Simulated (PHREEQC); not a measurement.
# Metal-bearing waste water: an equilibrium model

Make-up at 25 °C: 79 mmol/kgw CdCl2, 6.1 mmol/kgw CuCl2, 10 mmol/kgw H2SO4 and 4.4 mmol/kgw NaCl. Closed to the air; pH follows from the charge balance.

Equilibrium calculation in PHREEQC: ion-association model, phreeqc.dat.

Precipitation was switched off in this run.

Task: Predict the pH.

Result: pH 1.85.

Task: In which forms is Cl present?

Result: Cl- 57 %, CdCl+ 28 %, CdCl2 13 %, CdCl3- 1.2 % of the Cl.

Complexes and solids missing from the database can't appear.
